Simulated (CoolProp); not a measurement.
Model: reference Helmholtz-energy equation of state, Schroeder 2014, in CoolProp.

### Question
Give the vapour pressure (MPa), liquid density (kg/m³), surface tension (mN/m), liquid viscosity (µPa s) of saturated ethanol at 344.1, 363.8, 370.3 K.

### Answer
```json
[
 {"T (K)": "344.1", "p (MPa)": "0.0749", "liquid density (kg/m³)": "744", "surface tension (mN/m)": "17.4", "liquid viscosity (µPa s)": "492"},
 {"T (K)": "363.8", "p (MPa)": "0.161", "liquid density (kg/m³)": "724", "surface tension (mN/m)": "15.5", "liquid viscosity (µPa s)": "369"},
 {"T (K)": "370.3", "p (MPa)": "0.203", "liquid density (kg/m³)": "717", "surface tension (mN/m)": "14.9", "liquid viscosity (µPa s)": "337"}
]
```

Viscosity comes from a separate model (Kiselev 2005). Surface tension comes from a separate correlation (Mulero 2012).
